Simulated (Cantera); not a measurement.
Input (Python, Cantera):

```python
import numpy as np
import cantera as ct

gas = ct.Solution("gri30.yaml")
gas.TPX = 1475, 300000, {'CH4': 1, 'C2H6': 0.13, 'C3H8': 0.39, 'O2': 8.81, 'N2': 33.1, 'H2O': 12}
reactor = ct.IdealGasConstPressureReactor(gas, energy="on", clone=False)
net = ct.ReactorNet([reactor])
net.rtol, net.atol = 1e-08, 1e-16
show = ['CH4', 'C2H6', 'C3H8', 'CO', 'C2H4']
times = np.geomspace(4e-06, 3, 11)

steps = ct.SolutionArray(gas, extra=["t"])
rows = []
print(f"{'t/s':>10s}{'T/K':>9s}{'P/Pa':>11s}" + "".join(f"{s:>11s}" for s in show))
for t in times:
    while net.time < t:
        t_next = net.step()
        steps.append(gas.state, t=t_next)
    rows.append([np.interp(t, steps.t, y) for y in (steps.T, steps.P, *steps(*show).X.T)])
    print(f"{t:10.3e}{rows[-1][0]:9.1f}{rows[-1][1]:11.4g}" + "".join(f"{x:11.3e}" for x in rows[-1][2:]))
rate = np.gradient(steps.T, steps.t)
print("integrator steps:", len(steps.t))
if steps.T.max() > steps.T[0] + 200:
    print(f"time of steepest temperature rise: {steps.t[rate.argmax()]:.4e} s")
gas.TPX = 1475, 300000, {'CH4': 1, 'C2H6': 0.13, 'C3H8': 0.39, 'O2': 8.81, 'N2': 33.1, 'H2O': 12}
gas.equilibrate("HP")
print(f"equilibrium (HP): T = {gas.T:.1f} K  " + "  ".join(f"{s} {gas[s].X[0]:.3e}" for s in show))
```

Result:

```
       t/s      T/K       P/Pa        CH4       C2H6       C3H8         CO       C2H4
 4.000e-06   1474.0      3e+05  1.801e-02  2.323e-03  6.893e-03  7.064e-07  1.467e-04
 1.547e-05   1473.5      3e+05  1.780e-02  2.287e-03  6.148e-03  5.027e-05  1.054e-03
 5.985e-05   1531.0      3e+05  1.374e-02  1.280e-03  1.189e-03  5.401e-03  6.318e-03
 2.315e-04   2221.5      3e+05  2.878e-17  1.133e-32  4.003e-48  6.684e-04  4.386e-27
 8.955e-04   2222.3      3e+05  8.599e-20  4.973e-37 -2.063e-53  6.242e-04  1.733e-30
 3.464e-03   2222.1      3e+05  7.809e-20  2.600e-37  1.783e-54  6.235e-04  6.744e-31
 1.340e-02   2221.2      3e+05  7.729e-20  2.544e-37  1.727e-54  6.210e-04  6.592e-31
 5.183e-02   2218.4      3e+05  7.462e-20  2.377e-37  1.563e-54  6.123e-04  6.154e-31
 2.005e-01   2212.3      3e+05  6.903e-20  2.045e-37  1.256e-54  5.942e-04  5.290e-31
 7.756e-01   2210.0      3e+05  6.692e-20  1.926e-37  1.151e-54  5.874e-04  4.981e-31
 3.000e+00   2210.0      3e+05  6.691e-20  1.926e-37  1.151e-54  5.873e-04  4.979e-31
integrator steps: 1598
time of steepest temperature rise: 7.5414e-05 s
equilibrium (HP): T = 2210.0 K  CH4 1.012e-19  C2H6 3.060e-37  C3H8 2.102e-54  CO 5.873e-04  C2H4 6.163e-31
```

Cantera simulation using GRI-Mech 3.0 (53 species, 325 reactions); the numbers are that mechanism's predictions, not measurements. GRI-Mech 3.0 was tuned for natural gas; its chemistry of propane as a main component is partial and can be far from experiment.
